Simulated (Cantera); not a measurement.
Thermodynamics of silicon carbide growth, feed CH3SiCl3 + CH4 + H2

Charge: 1 mol CH3SiCl3, 0.015 mol CH4, a varied amount of H2, at 1698.15 K and 14.0 mbar.

Cantera equilibrium calculation (NASA polynomials, part measured and part estimated; ideal gas, pure solids and liquids). Candidate condensed phases: C, C6H6, C7H8, C8H18, Si, SiC; 109 gas species. The feed counts by its element totals alone. Kinetics and transport are ignored.

From 48 mol H2 to 100 mol H2 the condensed part is C(graphite) + SiC(s). From 130 mol H2 to 210 mol H2 the condensed part is SiC(s). The main Si-bearing gas is SiCl2 throughout.

```json
[
 {"n(H2) (mol)": "48", "x H2": "0.940", "x HCl": "0.0583", "x H": "0.00119", "x SiCl2": "0.000191", "x C2H2 (acetylene)": "6.78e-5", "x Cl": "5.72e-5", "n C(graphite)": "0.0173", "n SiC(s)": "0.990"},
 {"n(H2) (mol)": "76", "x H2": "0.961", "x HCl": "0.0377", "x H": "0.00120", "x SiCl2": "7.83e-5", "x C2H2 (acetylene)": "6.93e-5", "x Cl": "3.66e-5", "n C(graphite)": "0.00920", "n SiC(s)": "0.994"},
 {"n(H2) (mol)": "100", "x H2": "0.970", "x HCl": "0.0290", "x H": "0.00121", "x SiCl2": "4.57e-5", "x C2H2 (acetylene)": "7.00e-5", "x Cl": "2.80e-5", "n C(graphite)": "0.00390", "n SiC(s)": "0.995"},
 {"n(H2) (mol)": "130", "x H2": "0.976", "x HCl": "0.0225", "x H": "0.00121", "x SiCl2": "2.86e-5", "x C2H2 (acetylene)": "6.41e-5", "x Cl": "2.16e-5", "n C(graphite)": "0", "n SiC(s)": "0.996"},
 {"n(H2) (mol)": "160", "x H2": "0.980", "x HCl": "0.0183", "x H": "0.00121", "x SiCl2": "2.13e-5", "x C2H2 (acetylene)": "5.09e-5", "x Cl": "1.76e-5", "n C(graphite)": "0", "n SiC(s)": "0.996"},
 {"n(H2) (mol)": "190", "x H2": "0.983", "x HCl": "0.0155", "x H": "0.00121", "x SiCl2": "1.67e-5", "x C2H2 (acetylene)": "4.21e-5", "x Cl": "1.49e-5", "n C(graphite)": "0", "n SiC(s)": "0.996"},
 {"n(H2) (mol)": "210", "x H2": "0.985", "x HCl": "0.0140", "x H": "0.00121", "x SiCl2": "1.45e-5", "x C2H2 (acetylene)": "3.77e-5", "x Cl": "1.35e-5", "n C(graphite)": "0", "n SiC(s)": "0.997"}
]
```
x: gas mole fraction; n: condensed amount in mol.
